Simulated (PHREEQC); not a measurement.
## Brine (model solution)

A solution holds 3.9 mol LiCl, 0.042 mol BaCl2 and 0.21 mol NaCl per kg of water, at 25 °C. Closed to the air; pH follows from the charge balance.

Model: Pitzer model, pitzer.dat, run in PHREEQC.

Precipitation was switched off in this run.

Q: Estimate the activity of water, osmotic coefficient.

A: activity of water 0.804; osmotic coefficient 1.450.
